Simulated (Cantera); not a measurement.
Feed: 1 mol Ta(OEt)5, 2 mol CO2, 43 mol H2, at 1698 K and 3.40 mbar.

Cantera equilibrium calculation (NASA polynomials, part measured and part estimated; ideal gas, pure solids and liquids). Candidate condensed phases: C, C6H6, C7H8, C8H18, H2O, Ta, TaC, Ta2O5; 113 gas species. The feed counts by its element totals alone. TaC: taken at fixed stoichiometry. Condensed phases not in the tables: Ta2C. Equilibrium is a limit: real reactors are often held back by kinetics, nucleation or transport.

Base state: H2 0.858, CO 0.139, H 0.00230, C2H2 (acetylene) 6.18e-5 (mole fractions); condensed: C(graphite) + TaC(s).

Q: What changes in the equilibrium state with this change: pressure from 3.40 mbar to 1 atm?

A: 
```csv
species,before,after
H2,0.858,0.859
CO,0.139,0.140
CH4,2.76e-6,0.000826
H,0.00230,0.000133
H2O,1.98e-7,5.93e-5
C2H2 (acetylene),6.18e-5,6.19e-5
"C(graphite), mol",1.99,1.94
"TaC(s), mol",1.00,1.00
```
